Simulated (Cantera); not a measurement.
Input (Python, Cantera) and output of one run.

```python
import numpy as np
import cantera as ct

gas_names = """
    C CO CO2 C2 C2O C3 C3O2 C4 C5 O O2 O3 Ta TaO TaO2
""".split()
cond_names = """
    C(gr) Ta(cr) Ta(L) TaC(s) TaC(L) Ta2O5(s) Ta2O5(L)
""".split()


# ... load() reads the species with a 1 bar reference pressure and builds the phases ...
atoms = {
    'Ta2O5': {'Ta': 2, 'O': 5},
    'C': {'C': 1},
    'CO': {'C': 1, 'O': 1},
}
top_T = {'C(gr)': 4500}  # K; cautious upper limits of use, not melting points


# ... equilibrate(T, P, feed) seeds the gas with the atoms and calls Mixture.equilibrate('TP', solver="vcs", rtol=1e-11, max_steps=5000) ...
results = []
feed = {'Ta2O5': 1, 'C': 0.68, 'CO': 0.019}  # mol
P = 110  # Pa
for T in [1925, 1975, 2025, 2075, 2125, 2175, 2225, 2275, 2325, 2375, 2425, 2475, 2525]:
    mix = equilibrate(T, P, feed)
    results.append((T, P, feed, dict(zip(mix.species_names, mix.species_moles))))

top = {s: max(r[3][s] / sum(r[3][g] for g in gas_names) for r in results) for s in gas_names}
cols = sorted((s for s in top if top[s] > 0.001), key=lambda s: -top[s])[:8]
seen = [c for c in cond_names if any(r[3].get(c, 0) > 1e-12 for r in results)]
print("log10 of partial pressures in bar; condensed amounts in mol")
print(f"{'T/K':>10s}" + "".join(f"{s[:9]:>10s}" for s in cols + seen))
for T, P, feed, n in results:
    ng = sum(n[g] for g in gas_names)
    print(f"{T:10.4g}" + "".join(f"{np.log10(max(n[s] / ng * P / 1e5, 1e-99)):10.3f}" for s in cols)
          + "".join(f"{n.get(c, 0):10.4g}" for c in seen))
```

Output:

```
log10 of partial pressures in bar; condensed amounts in mol
       T/K        CO      TaO2       TaO         O    Ta(cr)  Ta2O5(s)  Ta2O5(L)
      1925    -2.959    -6.568    -7.283   -10.115     0.272    0.8639         0
      1975    -2.959    -6.169    -6.887    -9.667     0.272    0.8638         0
      2025    -2.960    -5.792    -6.511    -9.242    0.2718    0.8635         0
      2075    -2.961    -5.443    -6.159    -8.842    0.2714         0    0.8629
      2125    -2.962    -5.131    -5.833    -8.470    0.2707         0    0.8618
      2175    -2.966    -4.835    -5.523    -8.116    0.2691         0    0.8597
      2225    -2.973    -4.553    -5.228    -7.779    0.2662         0    0.8558
      2275    -2.985    -4.284    -4.947    -7.457    0.2607         0    0.8483
      2325    -3.007    -4.029    -4.678    -7.148    0.2501         0    0.8343
      2375    -3.047    -3.785    -4.421    -6.854    0.2291         0    0.8068
      2425    -3.124    -3.552    -4.175    -6.571    0.1831         0    0.7472
      2475    -3.287    -3.330    -3.940    -6.301    0.0528         0    0.5795
      2525    -3.368    -3.234    -4.065    -5.807         0         0    0.4558
```

Cantera equilibrium calculation (NASA polynomials, part measured and part estimated; ideal gas, pure solids and liquids). Mutual solubility and eutectic melting of coexisting phases are not modelled. Condensed phases not in the tables: Ta2C, N, O or C dissolved in the metal.
